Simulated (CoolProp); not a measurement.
Properties of dimethyl ether along the isobar 2.51 MPa.

Values from CoolProp's reference Helmholtz-energy equation of state, Wu 2011.

```csv
T (K),phase,density (kg/m³),cp (kJ/(kg K)),Joule-Thomson coefficient (K/MPa),isothermal compressibility (1/MPa),viscosity (µPa s),fugacity coefficient
214.6,liquid,782.0,2.160,-0.3862,0.001036,340,0.007592
228.9,liquid,763.6,2.185,-0.3665,0.001208,272,0.01687
243.1,liquid,745.0,[?],-0.3421,0.001418,225,0.03333
257.4,liquid,725.6,2.254,-0.3117,0.001682,191,0.06029
271.6,liquid,705.5,2.300,-0.2742,0.002017,165,0.1006
285.9,liquid,684.4,2.356,-0.2270,[?],145,0.1578
300.1,liquid,662.2,2.424,-0.1668,0.003065,128,0.2336
314.4,liquid,638.2,2.509,-0.08630,0.003940,113,0.3306
328.7,liquid,611.9,2.621,0.02710,0.005300,100,0.4489
342.9,liquid,582.3,2.782,0.1999,0.007655,87.7,[?]
357.2,liquid,546.5,3.061,0.5114,0.01277,75.2,0.7428
371.4,gas,51.05,2.372,14.94,0.5960,12.3,0.7905
385.7,gas,46.42,2.201,12.52,0.5407,12.7,0.8157
399.9,gas,42.99,2.120,10.75,0.5087,13.2,0.8364
414.2,gas,40.25,2.080,9.360,0.4874,13.6,0.8541
```

Problem. Some entries are withheld; supply them.

Solution. 
- 243.1, cp (kJ/(kg K)): 2.216
- 285.9, isothermal compressibility (1/MPa): 0.002462
- 342.9, fugacity coefficient: 0.5864

Viscosity comes from a separate model (Meng 2012).
